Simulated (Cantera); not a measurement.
Charge: 1 mol trisilylamine, 1.4 mol NH₃, 4.6 mol H₂, at 0.0133 bar.

These are equilibrium values from Cantera (NASA tables, ideal gas, pure condensed phases), not measurements of a reactor. Candidate condensed phases: Si, Si₃N₄; 18 gas species. The feed counts by its element totals alone. Mutual solubility and eutectic melting of coexisting phases are not modelled. Rates play no part. All values below are at 1077 °C.

Base state: H₂ 1.000, N₂ 0.000133, H 2.06e-5 (mole fractions); condensed: Si(s) + Si₃N₄(s).

### Question
What changes in the equilibrium state with this change: NH₃ from 1.4 to 16 mol?

### Answer
```
species          before    after
-------------  --------  -------
H₂                1.000    0.836
N₂             0.000133    0.164
H               2.06e-5  1.89e-5
Si(s), mol         1.20        0
Si₃N₄(s), mol     0.599     1.00
```
